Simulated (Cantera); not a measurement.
Charge: 1 mol CH3Cl, 2.9 mol HCl, equilibrated at 600 °C and 1.00 Torr.

Method: chemical equilibrium by Gibbs-energy minimisation in Cantera with the NASA 1993 tables (ideal gas, pure condensed phases). Candidate condensed phases: C, C6H6, C7H8, C8H18; 91 gas species. Equilibrium is a limit: real reactors are often held back by kinetics, nucleation or transport.

Base state: HCl 0.796, H2 0.204, CH4 2.49e-5 (mole fractions); condensed: C(graphite).

Question: What changes in the equilibrium state with this change: temperature from 600 °C to 2102 °C?

Answer: 
| species | before | after |
|---|---|---|
| HCl | 0.796 | 0.389 |
| Cl | 2.25e-9 | 0.242 |
| H2 | 0.204 | 0.196 |
| H | <1e-9 | 0.171 |
| C2H2 (acetylene) | <1e-9 | 0.00122 |
| C2H | <1e-9 | 5.77e-5 |
| C3 | <1e-9 | 4.80e-5 |
| C(graphite), mol | 1.000 | 0.983 |

Question: What changes in the equilibrium state with this change: temperature from 600 °C to 1525 °C?

Answer: 
```csv
species,before,after
HCl,0.796,0.777
H2,0.204,0.206
Cl,2.25e-9,0.0126
H,<1e-9,0.00439
C2H2 (acetylene),<1e-9,3.57e-5
CH4,2.49e-5,4.40e-8
"C(graphite), mol",1.000,1.000
```

Question: What changes in the equilibrium state with this change: temperature from 600 °C to 1800 °C?

Answer: 
| species | before | after |
|---|---|---|
| HCl | 0.796 | 0.674 |
| H2 | 0.204 | 0.215 |
| Cl | 2.25e-9 | 0.0774 |
| H | <1e-9 | 0.0334 |
| C2H2 (acetylene) | <1e-9 | 0.000263 |
| CH4 | 2.49e-5 | 2.16e-8 |
| C(graphite), mol | 1.000 | 0.997 |
